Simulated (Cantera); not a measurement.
An adiabatic, constant-pressure homogeneous reactor starts with CH4 : O2 : N2 : CO2 = 1 : 2.44 : 24.4 : 5.3 (molar parts), equivalence ratio 0.82, at 950 K and 500000 Pa. Integrator tolerance rtol = 1e-08.

Detailed kinetics in Cantera: GRI-Mech 3.0 (53 species, 325 reactions). Below about 1000 K GRI-Mech 3.0 lacks low-temperature oxidation paths.

Problem. What does this change do: CO2 5.3 to 14 parts?

Solution. 
| quantity | before | after |
|---|---|---|
| time of steepest temperature rise | 1.11 s | 1.38 s |
| temperature at 2.00 s | 1571 K | 1405 K |
| equilibrium temperature | 1570 K | 1404 K |
| x(CH4) at 2.00 s | <1e-12 (gas-phase equilibrium <1e-12) | <1e-12 (gas-phase equilibrium <1e-12) |
| x(O2) at 2.00 s | 0.0133 (gas-phase equilibrium 0.0131) | 0.0105 (gas-phase equilibrium 0.0104) |
| x(CO2) at 2.00 s | 0.190 (gas-phase equilibrium 0.190) | 0.359 (gas-phase equilibrium 0.359) |
| x(NO2) at 2.00 s | 1.92e-9 (gas-phase equilibrium 1.00e-6) | 3.22e-10 (gas-phase equilibrium 5.20e-7) |
| x(N2O) at 2.00 s | 5.41e-8 (gas-phase equilibrium 5.35e-8) | 1.75e-8 (gas-phase equilibrium 1.74e-8) |
| x(C2H4) at 2.00 s | <1e-12 (gas-phase equilibrium <1e-12) | <1e-12 (gas-phase equilibrium <1e-12) |

Problem. What does this change do: pressure from 500000 Pa to 310000 Pa?

Solution. 
```
quantity                                                            before                                    after
---------------------------------  ---------------------------------------  ---------------------------------------
time of steepest temperature rise                                   1.11 s                                   1.94 s
temperature at 2.00 s                                               1571 K                                   1571 K
equilibrium temperature                                             1570 K                                   1570 K
x(CH4) at 2.00 s                     <1e-12 (gas-phase equilibrium <1e-12)    <1e-12 (gas-phase equilibrium <1e-12)
x(O2) at 2.00 s                      0.0133 (gas-phase equilibrium 0.0131)    0.0133 (gas-phase equilibrium 0.0131)
x(CO2) at 2.00 s                       0.190 (gas-phase equilibrium 0.190)      0.190 (gas-phase equilibrium 0.190)
x(NO2) at 2.00 s                   1.92e-9 (gas-phase equilibrium 1.00e-6)  1.83e-9 (gas-phase equilibrium 7.87e-7)
x(N2O) at 2.00 s                   5.41e-8 (gas-phase equilibrium 5.35e-8)  4.29e-8 (gas-phase equilibrium 4.21e-8)
x(C2H4) at 2.00 s                    <1e-12 (gas-phase equilibrium <1e-12)    <1e-12 (gas-phase equilibrium <1e-12)
```
